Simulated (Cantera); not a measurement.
Input: 1 mol SF6, 0.15 mol O2, 2.8 mol N2, at 3050 K and 0.133 bar.

Method: chemical equilibrium by Gibbs-energy minimisation in Cantera with the NASA 1993 tables (ideal gas, pure condensed phases). Candidate condensed phases: S; 35 gas species. Equilibrium is a limit: real reactors are often held back by kinetics, nucleation or transport.

Base state: F 0.610, N2 0.287, S 0.0619, SO 0.0211, S2 0.00599, SF 0.00587, O 0.00536, SO2 0.00148 (mole fractions); condensed: gas only.

Task: What changes in the equilibrium state with this change: O2 from 0.15 to 1 mol?

Result: 
```csv
species,before,after
F,0.610,0.572
N2,0.287,0.263
SO,0.0211,0.0479
S,0.0619,0.0164
O,0.00536,0.0460
O2,0.000213,0.0157
SO2,0.00148,0.0288
S2,0.00599,0.000421
NO,0.000975,0.00802
FO,2.66e-6,2.14e-5
SF2,0.000219,5.09e-5
```
